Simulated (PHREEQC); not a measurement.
Dissolve 140 mmol/kgw CuSO4 and 190 mmol/kgw H2SO4 at 9.9 °C. Closed to the air; pH follows from the charge balance.

Model: ion-association model, phreeqc.dat, run in PHREEQC.

**Question.** The ionic strength comes out as 0.507 mol/kgw. What activity coefficients do Cu+2, HSO4-, H+, SO4-2 get?

**Answer.** Cu+2 0.26, HSO4- 0.74, H+ 0.77, SO4-2 0.21.

No solid was allowed to form. At this temperature some constants are extrapolated from 25 °C, and those without enthalpy data are left unchanged.
